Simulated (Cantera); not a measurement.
A perfectly stirred reactor is fed with CH₄ : CO : O₂ : N₂ = 1 : 0.043 : 3.89 : 12.1 (molar parts), equivalence ratio 0.52, at 1.00 bar; it is adiabatic with a 525 K inlet, and is followed from long to short residence time, starting on the burning branch (τ in s: 0.024, 0.012, 0.0064, 0.0033, 0.0017, 0.00088, 0.00045, 0.00023, 0.00012, 6.2e-05, 3.2e-05, 1.6e-05, 8.4e-06).

Cantera simulation using GRI-Mech 3.0 (53 species, 325 reactions); the numbers are that mechanism's predictions, not measurements.

Q: What does this change do: CH4 1 to 0.8 parts?

A: 
```tsv
quantity	before	after
blow-out, bracketed by the residence times tried	burning at 0.230 ms, out at 0.120 ms	burning at 0.450 ms, out at 0.230 ms
x(CH₄) at τ = 24.0 ms	2.18e-5	4.10e-5
x(CO) at τ = 24.0 ms	0.000774	0.000732
x(O₂) at τ = 24.0 ms	0.110	0.135
x(H₂O) at τ = 24.0 ms	0.116	0.0944
x(C₂H₂) at τ = 24.0 ms	1.03e-9	1.67e-9
x(CH₄) at τ = 0.450 ms	0.000354	0.000979
x(CO) at τ = 0.450 ms	0.00984	0.0134
x(O₂) at τ = 0.450 ms	0.113	0.142
x(H₂O) at τ = 0.450 ms	0.111	0.0895
x(C₂H₂) at τ = 0.450 ms	1.04e-8	1.92e-8
```
